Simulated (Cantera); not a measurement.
A freely propagating, adiabatic, planar premixed flame of H2 : O2 : N2 = 1 : 0.505 : 1.9 (molar parts), equivalence ratio 0.99, unburnt at 375 K and 4.93 atm; mixture-averaged transport, grid criteria slope 0.08 and curve 0.16, no radiation.

Model: the H2/O2 subset of GRI-Mech 3.0, which has no nitrogen chemistry, integrated in Cantera. The hydrogen kinetics of GRI-Mech 3.0 are dated; newer H2 mechanisms differ, most at raised pressure. Burning velocities carry a grid error of a few per cent, more on coarse grids.

Task: How do the results move with these cheaper or finer settings: unity-Lewis-number transport; multicomponent transport; multicomponent+Soret transport; grid criteria slope 0.5, curve 1; grid criteria slope 0.25, curve 0.5; grid criteria slope 0.03, curve 0.06?

Result: 
```csv
setting,laminar burning velocity,thermal thickness,peak x(H),peak x(H2O2),grid points
as above,278 cm/s,0.0515 mm,0.0219,0.000154,110
unity-Lewis-number transport,235 cm/s,0.0469 mm,0.0317,6.30e-5,111
multicomponent transport,275 cm/s,0.0509 mm,0.0219,0.000156,110
multicomponent+Soret transport,249 cm/s,0.0506 mm,0.0200,0.000161,112
"grid criteria slope 0.5, curve 1",299 cm/s,0.0633 mm,0.0234,0.000130,41
"grid criteria slope 0.25, curve 0.5",282 cm/s,0.0547 mm,0.0216,0.000150,53
"grid criteria slope 0.03, curve 0.06",278 cm/s,0.0505 mm,0.0221,0.000155,246
```
Unity Lewis numbers drop preferential diffusion, which matters most where H2 and H carry the flame; Soret adds thermal diffusion.
